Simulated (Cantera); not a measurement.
An isothermal, constant-pressure homogeneous reactor starts with H₂ : O₂ = 0.015 : 1 (molar parts), equivalence ratio 0.0075, at 1000 K and 0.0128 atm.

Cantera simulation using the H2/O2 subset of GRI-Mech 3.0, which has no nitrogen chemistry; the numbers are that mechanism's predictions, not measurements. Radical loss at walls, strong at low pressure, is not modelled.

One state of this run: x H₂ = 3.01e-6; x O₂ = 0.985; x OH = 8.13e-5; x H₂O = 0.0148; x H₂O₂ = 2.03e-8. x: mole fraction; the columns are a selection and need not sum to one.

Problem. Which value of t (s) does it belong to?
(A) 0.426
(B) 0.000771
(C) 0.000269
(D) 0.149

Solution. A, 0.426
